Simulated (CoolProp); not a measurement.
A single-stage vapour-compression cycle with propylene: evaporating at 210.15 K (dew point), condensing at 250.15 K (bubble point), superheat 10 K, subcooling 2 K, compressor efficiency 0.75, no pressure losses. Each further row changes one setting.

Computed with CoolProp (reference Helmholtz-energy equation of state, Lemmon 2013).

```tsv
case	cooling COP	pressure ratio	discharge temperature (K)	refrigerating effect (kJ/kg)	volumetric capacity (kJ/m³)
as stated	3.39	5.78	304.1	384	427
evaporating temperature 215.15 K	4.05	4.46	297.1	390	551
condensing temperature 245.15 K	3.95	4.81	295.1	395	440
subcooling 7 K	3.49	5.78	304.1	395	440
superheat 20 K	3.35	5.78	315.3	397	421
compressor efficiency 0.65	2.94	5.78	314.9	384	427
```
